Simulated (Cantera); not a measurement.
An adiabatic, constant-pressure homogeneous reactor starts with CH₄ : O₂ : N₂ = 1 : 0.87 : 3.27 (molar parts), equivalence ratio 2.3, at 1273 K and 15.8 atm.

Computed with Cantera and GRI-Mech 3.0 (53 species, 325 reactions). The pressure lies above the range GRI-Mech 3.0 was tuned for (to about 10 atm).

x: mole fraction; the columns are a selection and need not sum to one.

```csv
t (s),T (K),x CH₄,x O₂,x HCO,x CH₃,x NO,x CH₂O,x H₂
5.00e-6,1273,0.195,0.169,<1e-12,5.27e-7,<1e-12,?,9.09e-9
1.55e-5,1273,0.195,0.169,<1e-12,2.23e-6,<1e-12,?,8.48e-8
4.82e-5,1273,0.195,0.169,1.36e-11,9.82e-6,<1e-12,?,1.30e-6
0.000150,1273,0.194,0.169,1.29e-10,1.50e-5,<1e-12,?,1.08e-5
0.000464,1275,0.194,0.169,7.56e-10,2.01e-5,<1e-12,?,6.76e-5
0.00144,1305,0.187,0.164,1.98e-8,5.81e-5,<1e-12,?,0.00132
0.00447,2186,0.000417,1.68e-8,3.39e-7,2.26e-5,7.21e-6,?,0.213
0.0139,2184,5.18e-8,1.59e-8,3.38e-7,2.76e-9,7.63e-6,2.01e-7,0.214
0.0431,2184,5.11e-8,1.59e-8,3.38e-7,2.72e-9,5.92e-6,2.01e-7,0.214
0.134,2184,5.09e-8,1.59e-8,3.38e-7,2.71e-9,3.85e-6,2.01e-7,0.214
0.415,2184,5.08e-8,1.59e-8,3.38e-7,2.71e-9,2.82e-6,2.01e-7,0.214
1.29,2184,5.08e-8,1.59e-8,3.38e-7,2.71e-9,2.73e-6,2.01e-7,0.214
4.00,2184,5.08e-8,1.59e-8,3.38e-7,2.71e-9,2.73e-6,2.01e-7,0.214
```

**Question.** Fill in the missing entries.

**Answer.** 
- 5.00e-6, x CH₂O: 3.23e-8
- 1.55e-5, x CH₂O: 4.27e-7
- 4.82e-5, x CH₂O: 6.81e-6
- 0.000150, x CH₂O: 5.20e-5
- 0.000464, x CH₂O: 0.000241
- 0.00144, x CH₂O: 0.00181
- 0.00447, x CH₂O: 3.97e-7
